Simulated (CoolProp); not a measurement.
Saturation properties of propylene.

The numbers come from the reference Helmholtz-energy equation of state, Lemmon 2013 in CoolProp.

```tsv
T (K)	p (MPa)	liquid density (kg/m³)	vapour density (kg/m³)	enthalpy of vaporisation (kJ/kg)	surface tension (mN/m)	vapour viscosity (µPa s)
228.5	0.1157	606.4	2.669	435.6	16.3	6.44
234.2	0.1479	599.2	3.353	429.0	15.5	6.60
239.9	0.1864	591.9	4.163	422.3	14.7	6.76
245.6	0.2323	584.5	5.117	415.4	13.9	6.92
251.3	0.2862	576.9	6.229	408.1	13.1	7.09
257	0.3492	569.1	7.519	400.6	12.4	7.27
262.7	0.4219	561.2	9.008	392.8	11.6	7.45
268.4	0.5055	553.1	10.72	384.7	10.8	7.65
274.1	0.6008	544.7	12.67	376.1	10.1	7.85
279.8	0.7088	536.1	14.90	367.2	9.30	8.07
285.5	0.8305	527.2	17.44	357.8	8.56	8.31
291.2	0.9668	518.0	20.33	347.8	7.83	8.56
296.9	1.119	508.4	23.60	337.3	7.11	8.84
302.6	1.288	498.4	27.33	326.1	6.40	9.14
308.3	1.475	488.0	31.58	314.2	5.71	9.48
```

It boils at 225.5 K under 1 atm.

Viscosity comes from a separate model (Huber 2003), an estimate that may be off by 10 % or more. Surface tension comes from a separate correlation (Mulero 2012).
